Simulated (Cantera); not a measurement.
An adiabatic, constant-volume homogeneous reactor starts with H₂ : O₂ : N₂ : H₂O = 1 : 0.893 : 3.36 : 0.17 (molar parts), equivalence ratio 0.56, at 1675 K and 5.00 bar. Integrator tolerance rtol = 1e-08.

Cantera simulation using the H2/O2 subset of GRI-Mech 3.0, which has no nitrogen chemistry; the numbers are that mechanism's predictions, not measurements. The hydrogen kinetics of GRI-Mech 3.0 are dated; newer H2 mechanisms differ, most at raised pressure.

### Question
How do the results move with these cheaper or finer settings: full GRI-Mech 3.0 in place of its H2/O2 subset?

### Answer
```csv
setting,time of steepest temperature rise,temperature at 1.00 s,equilibrium temperature,x(H₂) at 1.00 s,integrator steps
as above,1.78 µs,2904 K,2904 K,0.00881,1004
full GRI-Mech 3.0 in place of its H2/O2 subset,1.78 µs,2874 K,2874 K,0.00859,1062
```
